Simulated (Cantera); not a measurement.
Catalytic stagnation flow on Pt

A jet of CH₄ : O₂ : N₂ = 0.02 : 0.053 : 0.79 (molar parts), equivalence ratio 0.75 at 300 K and 42.8 Torr hits a platinum plate 4.7 cm away at a mass flux of 0.042 kg/m²/s; the plate temperature is set and raised in steps from an oxygen-covered start.

Computed with Cantera and Deutschmann's 1995 Pt surface mechanism with GRI-Mech 3.0 gas chemistry. Catalytic surfaces can have several steady states; this one follows from the mechanism file's or the stated starting coverage.

| plate T (K) | wall x CH₄ | wall x O₂ | wall x H₂O | wall x OH | wall x CO | wall x CO₂ | θ free Pt | θ O* |
|---|---|---|---|---|---|---|---|---|
| 900 | 0.0128 | 0.0395 | 0.0194 | 2.91e-8 | 6.05e-6 | 0.0126 | 0.283 | 0.716 |
| 950 | 0.00947 | 0.0324 | 0.0255 | 8.96e-8 | 6.38e-6 | 0.0167 | 0.369 | 0.630 |
| 1000 | 0.00710 | 0.0274 | 0.0299 | 2.36e-7 | 6.71e-6 | 0.0195 | 0.455 | 0.544 |
| 1050 | 0.00552 | 0.0241 | 0.0327 | 5.54e-7 | 7.23e-6 | 0.0214 | 0.536 | 0.464 |
| 1100 | 0.00446 | 0.0219 | 0.0346 | 1.18e-6 | 8.06e-6 | 0.0227 | 0.610 | 0.390 |
| 1150 | 0.00374 | 0.0204 | 0.0359 | 2.31e-6 | 9.28e-6 | 0.0235 | 0.677 | 0.322 |
| 1200 | 0.00324 | 0.0194 | 0.0367 | 4.22e-6 | 1.11e-5 | 0.0241 | 0.736 | 0.263 |
| 1250 | 0.00289 | 0.0188 | 0.0372 | 7.25e-6 | 1.35e-5 | 0.0244 | 0.787 | 0.212 |
x: mole fraction at the wall; θ: surface coverage.
